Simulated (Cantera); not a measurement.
A Cantera script and what it prints.

```python
import numpy as np
import cantera as ct

gas_names = """
    C CH CH2 CH3 CH4 C2 C2H C2H2,acetylene C2H2,vinylidene C2H3,vinyl C2H4 C2H5 C2H6 C3 C3H3,propargyl
    C3H4,allene C3H4,propyne C3H4,cyclo- C3H5,allyl C3H6,propylene C3H6,cyclo- C3H7,n-propyl
    C3H7,i-propyl C3H8 C4 C4H2 C4H4,1,3-cyclo- C4H6,butadiene C4H6,2-butyne C4H6,cyclo- C4H8,1-butene
    C4H8,cis2-buten C4H8,tr2-butene C4H8,isobutene C4H8,cyclo- C4H9,n-butyl C4H9,i-butyl C4H9,s-butyl
    C4H9,t-butyl C4H10,isobutane C4H10,n-butane C5 C5H6,1,3cyclo- C5H8,cyclo- C5H10,1-pentene
    C5H10,cyclo- C5H11,pentyl C5H11,t-pentyl C5H12,n-pentane C5H12,i-pentane CH3C(CH3)2CH3 C6H2
    C6H5,phenyl C6H6 C6H10,cyclo- C6H12,1-hexene C6H12,cyclo- C6H13,n-hexyl C7H7,benzyl C7H8
    C7H14,1-heptene C7H15,n-heptyl C7H16,n-heptane C8H8,styrene C8H10,ethylbenz C8H16,1-octene
    C8H17,n-octyl C8H18,isooctane C8H18,n-octane C9H19,n-nonyl C10H8,naphthale C10H21,n-decyl
    C12H9,o-bipheny C12H10,bipheny H H2
""".split()
cond_names = """
    C(gr) C6H6(L) C7H8(L) C8H18(L),n-octa
""".split()


def load(file, names, dense=False):
    # The tables refer to 1 bar. Condensed volumes are neglected.
    table = {s.name: s for s in ct.Species.list_from_file(file)}
    out = []
    for n in names:
        d = dict(table[n].input_data)
        d["thermo"] = dict(d["thermo"], **{"reference-pressure": 1e5})
        if dense:
            d["equation-of-state"] = {"model": "constant-volume", "density": "1e6 g/cm^3"}
        out.append(ct.Species.from_dict(d))
    return out


gas = ct.Solution(thermo="ideal-gas", species=load("nasa_gas.yaml", gas_names))
cond = {s.name: ct.Solution(thermo="fixed-stoichiometry", species=[s], name=s.name)
        for s in load("nasa_condensed.yaml", cond_names, dense=True)}
atoms = {
    'C2H6': {'C': 2, 'H': 6},
    'H2': {'H': 2},
}
top_T = {'C(gr)': 4500}  # K; cautious upper limits of use, not melting points


def equilibrate(T, P, feed):
    n = {}
    for name, mol in feed.items():
        for a, k in atoms[name].items():
            n[a] = n.get(a, 0.0) + k * mol
    gas.TPX = T, P, n
    mass = sum(n.values()) * gas.mean_molecular_weight
    gas.equilibrate("TP")
    valid = [c for c in cond.values() if c.min_temp <= T <= top_T.get(c.name, c.max_temp)]
    mix = ct.Mixture([(gas, mass / gas.mean_molecular_weight)] + [(c, 0.0) for c in valid])
    mix.T, mix.P = T, P
    mix.equilibrate("TP", solver="vcs", rtol=1e-11, max_steps=5000)
    return mix


results = []
T = 950  # K
P = 52000  # Pa
for m in [0.7, 1.3, 2.3, 4.2, 7.6, 14, 25, 45]:
    feed = {'C2H6': 1, 'H2': m}  # mol
    mix = equilibrate(T, P, feed)
    results.append((T, P, feed, dict(zip(mix.species_names, mix.species_moles))))

top = {s: max(r[3][s] / sum(r[3][g] for g in gas_names) for r in results) for s in gas_names}
cols = sorted((s for s in top if top[s] > 1e-06), key=lambda s: -top[s])[:9]
seen = [c for c in cond_names if any(r[3].get(c, 0) > 1e-12 for r in results)]
print("log10 of partial pressures in bar; condensed amounts in mol")
print(f"{'n(H2)':>10s}" + "".join(f"{s[:9]:>10s}" for s in cols + seen))
for T, P, feed, n in results:
    ng = sum(n[g] for g in gas_names)
    print(f"{feed['H2']:10.4g}" + "".join(f"{np.log10(max(n[s] / ng * P / 1e5, 1e-99)):10.3f}" for s in cols)
          + "".join(f"{n.get(c, 0):10.4g}" for c in seen))
```

Result:

```
log10 of partial pressures in bar; condensed amounts in mol
     n(H2)        H2       CH4     C(gr)
       0.7    -0.318    -1.411     1.743
       1.3    -0.318    -1.411     1.701
       2.3    -0.318    -1.411     1.632
       4.2    -0.318    -1.411       1.5
       7.6    -0.318    -1.411     1.264
        14    -0.318    -1.411    0.8193
        25    -0.318    -1.411   0.05537
        45    -0.303    -1.646         0
```

Cantera equilibrium calculation (NASA polynomials, part measured and part estimated; ideal gas, pure solids and liquids).
